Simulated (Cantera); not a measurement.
Input: 1 mol SiH₂Cl₂, 3.6 mol O₃, a varied amount of N₂, at 1327 °C and 0.133 bar.

Equilibrium computed with Cantera from the NASA thermochemical tables; the gas is ideal and each condensed phase is pure. Candidate condensed phases: H₂O, NH₄Cl, Si, SiO₂, Si₂N₂O, Si₃N₄; 47 gas species. The tables hold silica as quartz up to 1696 K and as liquid above; real silica turns to tridymite and cristobalite and melts near 1996 K. The numbers say what is thermodynamically allowed, not how fast it happens.

Problem. At 170 mol N₂, list the 7 most abundant gas species with their mole fractions, and the condensed phases.

Solution. N₂ 0.963, O₂ 0.0239, HCl 0.00863, Cl 0.00256, H₂O 0.00134, NO 0.000721, Cl₂ 7.22e-5. Condensed: SiO₂(β-quartz).
